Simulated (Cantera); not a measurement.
Input (Python, Cantera) and output of one run.

```python
import numpy as np
import cantera as ct

gas_names = """
    H H2 Ti
""".split()
cond_names = """
    Ti(a) Ti(b) Ti(L)
""".split()


# ... load() reads the species with a 1 bar reference pressure and builds the phases ...
atoms = {
    'Ti': {'Ti': 1},
    'H2': {'H': 2},
}
top_T = {}  # K; cautious upper limits of use, not melting points


# ... equilibrate(T, P, feed) seeds the gas with the atoms and calls Mixture.equilibrate('TP', solver="vcs", rtol=1e-11, max_steps=5000) ...
results = []
feed = {'Ti': 1, 'H2': 57}  # mol
T = 1750  # K
for P in [10, 46, 220, 1000, 4600, 22000, 100000]:
    mix = equilibrate(T, P, feed)
    results.append((T, P, feed, dict(zip(mix.species_names, mix.species_moles))))

top = {s: max(r[3][s] / sum(r[3][g] for g in gas_names) for r in results) for s in gas_names}
cols = sorted((s for s in top if top[s] > 0.001), key=lambda s: -top[s])[:5]
seen = [c for c in cond_names if any(r[3].get(c, 0) > 1e-12 for r in results)]
print("log10 of partial pressures in bar; condensed amounts in mol")
print(f"{'P/Pa':>10s}" + "".join(f"{s[:9]:>10s}" for s in cols + seen))
for T, P, feed, n in results:
    ng = sum(n[g] for g in gas_names)
    print(f"{P:10.4g}" + "".join(f"{np.log10(max(n[s] / ng * P / 1e5, 1e-99)):10.3f}" for s in cols)
          + "".join(f"{n.get(c, 0):10.4g}" for c in seen))
```

Output:

```
log10 of partial pressures in bar; condensed amounts in mol
      P/Pa        H2         H        Ti     Ti(b)
        10    -4.011    -5.639    -6.689    0.8816
        46    -3.342    -5.305    -6.689    0.9745
       220    -2.660    -4.963    -6.689    0.9947
      1000    -2.001    -4.634    -6.689    0.9988
      4600    -1.338    -4.302    -6.689    0.9997
   2.2e+04    -0.658    -3.962    -6.689    0.9999
     1e+05    -0.000    -3.633    -6.689         1
```

Cantera equilibrium calculation (NASA polynomials, part measured and part estimated; ideal gas, pure solids and liquids).
